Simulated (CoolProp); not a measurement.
Values from CoolProp's reference Helmholtz-energy equation of state, Lemmon 2013.

Problem. Give the vapour pressure (MPa), liquid density (kg/m³), vapour density (kg/m³), enthalpy of vaporisation (kJ/kg) of saturated propylene at 306.1 K.

Solution. 
```csv
T (K),p (MPa),liquid density (kg/m³),vapour density (kg/m³),enthalpy of vaporisation (kJ/kg)
306.1,1.40,492,29.9,319
```
